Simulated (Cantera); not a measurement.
Feed: 1 mol TiO2, 0.015 mol H2O, 0.9 mol O2, at 6.80 bar.

These are equilibrium values from Cantera (NASA tables, ideal gas, pure condensed phases), not measurements of a reactor. Candidate condensed phases: H2O, Ti, TiO, TiO2, Ti2O3, Ti3O5, Ti4O7; 12 gas species. Gases not in the tables: TiO(OH)2. Kinetics and transport are ignored. All values below are at 773 K.

Base state: O2 0.984, H2O 0.0164 (mole fractions); condensed: TiO2(rutile).

Task: What changes in the equilibrium state with this change: TiO2 replaced by MgO?

Result: 
| species | before | after |
|---|---|---|
| O2 | 0.984 | 0.984 |
| H2O | 0.0164 | 0.0164 |
| TiO2(rutile), mol | 1.00 | 0 |
| MgO(s), mol | 0 | 1.00 |
Further candidate phases: Mg, MgO, Mg(OH)2.
